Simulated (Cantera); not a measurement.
What does this Cantera script print?

```python
import numpy as np
import cantera as ct

gas_names = """
    B BF BF2 BF3 BH BHF2 BH2 BH3 BN B2 F F2 H HF H2 H2F2 H3F3 H4F4 H5F5 H6F6 H7F7 N NF NF2 NF3 NH NH2
    NH3 N2 N2H2 N2H4
""".split()
cond_names = """
    B(b) B(L) BN(s)
""".split()


# ... load() reads the species with a 1 bar reference pressure and builds the phases ...
atoms = {
    'BF3': {'B': 1, 'F': 3},
    'NH3': {'N': 1, 'H': 3},
    'H2': {'H': 2},
}
top_T = {'BN(s)': 3200}  # K; cautious upper limits of use, not melting points


# ... equilibrate(T, P, feed) seeds the gas with the atoms and calls Mixture.equilibrate('TP', solver="vcs", rtol=1e-11, max_steps=5000) ...
results = []
feed = {'BF3': 1, 'NH3': 1.1, 'H2': 1.2}  # mol
T = 1425  # K
for P in [10, 32, 100, 320, 1000, 3200, 10000, 32000, 100000]:
    mix = equilibrate(T, P, feed)
    results.append((T, P, feed, dict(zip(mix.species_names, mix.species_moles))))
    x = sorted(zip(gas.X, gas.species_names), reverse=True)
    print(f"T = {T:g} K  P = {P:g} Pa  gas = {mix.phase_moles(0):.4g} mol")
    print("   x: " + "  ".join(f"{s} {v:.3e}" for v, s in x if v > 1e-06))
    print("   condensed (mol): " + ("  ".join(f"{mix.phase(i).name} {mix.phase_moles(i):.4g}"
          for i in range(1, mix.n_phases) if mix.phase_moles(i) > 1e-12) or "none"))
```

Output:

```
T = 1425 K  P = 10 Pa  gas = 4.428 mol
   x: H2 6.270e-01  BF3 2.077e-01  N2 1.214e-01  HF 3.082e-02  BF2 9.091e-03  BHF2 1.933e-03  BF 1.470e-03  H 5.402e-04
   condensed (mol): BN(s) 0.02488
T = 1425 K  P = 32 Pa  gas = 4.414 mol
   x: H2 6.290e-01  BF3 2.113e-01  N2 1.208e-01  HF 3.102e-02  BF2 5.145e-03  BHF2 1.960e-03  BF 4.627e-04  H 3.024e-04
   condensed (mol): BN(s) 0.03382
T = 1425 K  P = 100 Pa  gas = 4.407 mol
   x: H2 6.300e-01  BF3 2.132e-01  N2 1.205e-01  HF 3.112e-02  BF2 2.929e-03  BHF2 1.974e-03  H 1.712e-04  BF 1.486e-04
   condensed (mol): BN(s) 0.03808
T = 1425 K  P = 320 Pa  gas = 4.404 mol
   x: H2 6.305e-01  BF3 2.142e-01  N2 1.203e-01  HF 3.118e-02  BHF2 1.981e-03  BF2 1.643e-03  H 9.575e-05  BF 4.654e-05
   condensed (mol): BN(s) 0.04031
T = 1425 K  P = 1000 Pa  gas = 4.402 mol
   x: H2 6.308e-01  BF3 2.148e-01  N2 1.202e-01  HF 3.121e-02  BHF2 1.985e-03  BF2 9.311e-04  H 5.418e-05  BF 1.491e-05
   condensed (mol): BN(s) 0.04147
T = 1425 K  P = 3200 Pa  gas = 4.401 mol
   x: H2 6.309e-01  BF3 2.151e-01  N2 1.202e-01  HF 3.122e-02  BHF2 1.988e-03  BF2 5.210e-04  H 3.029e-05  BF 4.662e-06
   condensed (mol): BN(s) 0.04211
T = 1425 K  P = 10000 Pa  gas = 4.401 mol
   x: H2 6.310e-01  BF3 2.153e-01  N2 1.202e-01  HF 3.123e-02  BHF2 1.989e-03  BF2 2.949e-04  H 1.714e-05  BF 1.492e-06  NH3 1.365e-06
   condensed (mol): BN(s) 0.04246
T = 1425 K  P = 32000 Pa  gas = 4.4 mol
   x: H2 6.310e-01  BF3 2.154e-01  N2 1.201e-01  HF 3.124e-02  BHF2 1.990e-03  BF2 1.649e-04  H 9.579e-06  NH3 4.368e-06
   condensed (mol): BN(s) 0.04266
T = 1425 K  P = 100000 Pa  gas = 4.4 mol
   x: H2 6.311e-01  BF3 2.155e-01  N2 1.201e-01  HF 3.124e-02  BHF2 1.990e-03  BF2 9.331e-05  NH3 1.365e-05  H 5.419e-06
   condensed (mol): BN(s) 0.04277
```

Equilibrium computed with Cantera from the NASA thermochemical tables; the gas is ideal and each condensed phase is pure. The tables' values for BF2 are old estimates; treat these amounts as uncertain.
